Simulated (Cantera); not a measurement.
A Cantera script and what it prints.

```python
import numpy as np
import cantera as ct

gas_names = """
    H2O OH
""".split()
cond_names = """
    TiO2(ru) TiO2(L) Ti2O3(a) Ti2O3(b) Ti2O3(L)
""".split()


# ... load() reads the species with a 1 bar reference pressure and builds the phases ...
species = {s.name: s for s in load("nasa_gas.yaml", gas_names) + load("nasa_condensed.yaml", cond_names)}
# Each term lists the table entries of one substance; the one whose range holds T is used.
reactions = {
    '2 TiO2 + H2O(g) = Ti2O3 + 2 OH(g)':
        [(-2, ['TiO2(ru)', 'TiO2(L)']), (-1, ['H2O']), (1, ['Ti2O3(a)', 'Ti2O3(b)', 'Ti2O3(L)']), (2, ['OH'])],
}


def pick(names, T):
    return next(species[n] for n in names if species[n].thermo.min_temp <= T <= species[n].thermo.max_temp)


results = []
for label, terms in reactions.items():
    print(label)
    print("     T/K   dH/kJ  dS/(J/K)   dG/kJ   log10 K")
    for T in [1450, 1600, 1750, 1900, 2050, 2200, 2350, 2500, 2650]:
        used = [(nu, pick(names, T)) for nu, names in terms]
        dH = sum(nu * s.thermo.h(T) for nu, s in used) / 1e6
        dS = sum(nu * s.thermo.s(T) for nu, s in used) / 1e3
        dG = dH - T * dS / 1e3
        logK = -dG * 1e6 / (ct.gas_constant * T * np.log(10))
        results.append((label, T, dH, dS, dG, logK, [s.name for _, s in used]))
        print(f"{T:8g} {dH:8.1f} {dS:8.1f} {dG:8.1f} {logK:8.2f}")
```

Output:

```
2 TiO2 + H2O(g) = Ti2O3 + 2 OH(g)
     T/K   dH/kJ  dS/(J/K)   dG/kJ   log10 K
    1450    710.1    185.3    441.4   -15.90
    1600    712.3    186.8    413.4   -13.50
    1750    714.4    188.1    385.3   -11.50
    1900    716.5    189.2    357.0    -9.82
    2050    718.5    190.2    328.6    -8.37
    2200    688.5    176.5    300.2    -7.13
    2350    684.5    174.7    273.9    -6.09
    2500    680.5    173.1    247.8    -5.18
    2650    676.5    171.5    221.9    -4.37
```

Standard-state values (1 bar) from the NASA 1993 polynomials, evaluated with Cantera. Condensed species are held in their standard states even where they would react or evaporate.
